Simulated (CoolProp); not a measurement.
Dimethyl carbonate at several states: density (kg/m³) from the reference equation and from simpler models built on Tc = 557.0 K, pc = 49.09 bar, ω = 0.346; each cubic takes its own stable root.

Computed with CoolProp (reference Helmholtz-energy equation of state, Zhou 2011).

```csv
T (K),p (bar),phase,reference
560.8,75.9,supercritical,592.2
309.3,2.71,liquid,1049
305.5,2.29,liquid,1054
296,0.246,liquid,1066
```

Question: How far does each simpler model (van der Waals, Redlich-Kwong) lie from the reference over these 4 states: mean and median of the absolute difference, and the worst?

Answer: 
- van der Waals: mean 68.1 %, median 70.7 %, worst -99.9 % at 296 K and 0.246 bar
- Redlich-Kwong: mean 36.5 %, median 15.8 %, worst -99.9 % at 296 K and 0.246 bar

At some of these states van der Waals, Redlich-Kwong gives the other phase, because its saturation line lies elsewhere.
